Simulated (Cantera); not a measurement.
Charge: 1 mol SiO2, 11 mol CO, 1.3 mol H2, held at 6900 Torr.

Method: chemical equilibrium by Gibbs-energy minimisation in Cantera with the NASA 1993 tables (ideal gas, pure condensed phases). Candidate condensed phases: C, C6H6, C7H8, C8H18, H2O, Si, SiC, SiO2; 123 gas species. The tables hold silica as quartz up to 1696 K and as liquid above; real silica turns to tridymite and cristobalite and melts near 1996 K. Equilibrium is a limit: real reactors are often held back by kinetics, nucleation or transport.

Q: At 1375 °C, list the 5 most abundant gas species with their mole fractions, and the condensed phases.

A: CO 0.893, H2 0.105, CO2 0.00149, H2O 0.000562, CH4 0.000136. Condensed: C(graphite) + SiO2(β-quartz).
